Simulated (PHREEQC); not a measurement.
PHREEQC input (ion-association model, wateq4f.dat):

```
SOLUTION_MASTER_SPECIES
  An  An-  0  An  62.0  # stands for a non-complexing anion
SOLUTION_SPECIES
  An- = An-
    -log_k 0
    -gamma 3.0 0
PHASES
  Fix_H+
    H+ = H+
    -log_k 0
SOLUTION 1
  temp 25
  units mmol/kgw
  pH 7 charge
  Na 10
  An 10
END
SELECTED_OUTPUT 1
  -reset false
  -pH true
  -pe true
  -ionic_strength true
  -water true
  -totals Na
  -molalities Hfo_wOH Hfo_wOH2+ Hfo_wO- Hfo_sOH Hfo_sOH2+ Hfo_sO-
USER_PUNCH 1
  -headings sigma psi
  10 PUNCH EDL("sigma", "Hfo"), EDL("psi", "Hfo")
PRINT
  -reset false
USE solution 1
SURFACE 1
  Hfo_wOH 0.0058427 600 2.6
  Hfo_sOH 0.000146067
EQUILIBRIUM_PHASES 1
  Fix_H+ -3 HAn 10
    -force_equality true
  O2(g) -0.68 10
END
# ... the last block is repeated for the other 12 points of pH, with NaOH or the acid as the point needs
```

Selected output (columns that matter, 13 of 13 rows; pH added in front):

```
pH	mu	Na	m_Hfo_wOH	m_Hfo_wOH2+	m_Hfo_wO-	m_Hfo_sOH	m_Hfo_sOH2+	m_Hfo_sO-	sigma	psi
3	0.013783	0.01	0.00061909	0.0052219	1.6814e-06	1.5477e-05	0.00013055	4.2035e-08	0.33097	0.199
3.67	0.012371	0.01	0.0016464	0.0041815	1.485e-05	4.1159e-05	0.00010454	3.7125e-07	0.26417	0.1902
4.33	0.011545	0.01	0.0028077	0.0029742	6.0721e-05	7.0193e-05	7.4356e-05	1.518e-06	0.18472	0.17362
5	0.010952	0.01	0.0036934	0.0019925	0.00015684	9.2334e-05	4.9812e-05	3.9209e-06	0.11638	0.15132
5.67	0.010549	0.01	0.004186	0.001362	0.00029473	0.00010465	3.4049e-05	7.3682e-06	0.067665	0.12468
6.33	0.010296	0.01	0.0043935	0.0010124	0.00043677	0.00010984	2.5311e-05	1.0919e-05	0.036498	0.094498
7	0.01014	0.01	0.004464	0.00082622	0.00055252	0.0001116	2.0655e-05	1.3813e-05	0.017353	0.060495
7.67	0.010047	0.01	0.0044827	0.00072553	0.00063448	0.00011207	1.8138e-05	1.5862e-05	0.0057725	0.024306
8.33	0.010025	0.010048	0.0044845	0.00065696	0.00070127	0.00011211	1.6424e-05	1.7532e-05	-0.0028097	-0.012176
9	0.010116	0.010221	0.0044732	0.00058249	0.00078696	0.00011183	1.4562e-05	1.9674e-05	-0.012964	-0.048784
9.67	0.010287	0.010523	0.0044262	0.0004785	0.00093795	0.00011065	1.1962e-05	2.3449e-05	-0.02913	-0.083638
10.33	0.010692	0.011145	0.0042749	0.00034138	0.0012263	0.00010687	8.5344e-06	3.0659e-05	-0.056109	-0.1149
11	0.011942	0.012763	0.0038598	0.00019042	0.0017923	9.6495e-05	4.7606e-06	4.4807e-05	-0.10156	-0.14216
```

The oxide is taken as insoluble; below pH 4 it would dissolve.
